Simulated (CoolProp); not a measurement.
A simple Rankine cycle with trans-2-butene: condensing at 332.15 K, boiler at 2.91 MPa, turbine inlet 449.2 K, turbine efficiency 0.65, pump efficiency 0.8, no recuperator. Each further row changes one setting.

Model: reference Helmholtz-energy equation of state, Lemmon 2005, in CoolProp. It is a short technical equation, of lower accuracy than the large ones.

```
case                             thermal efficiency (%)  net work (kJ/kg)  heat in (kJ/kg)  turbine exit temperature (K)  volume ratio over the turbine
-------------------------------  ----------------------  ----------------  ---------------  ----------------------------  -----------------------------
as stated                                           9.2              47.9              523                         400.1                           5.35
turbine inlet 469.2 K                               9.1              52.4              574                         422.8                           5.16
condensing temperature 324.15 K                    10.1              54.7              543                         395.2                           6.57
boiler pressure 2.04 MPa                            7.5              40.9              547                         415.0                           3.51
turbine efficiency 0.55                             7.6              39.7              523                         404.1                           5.42
```
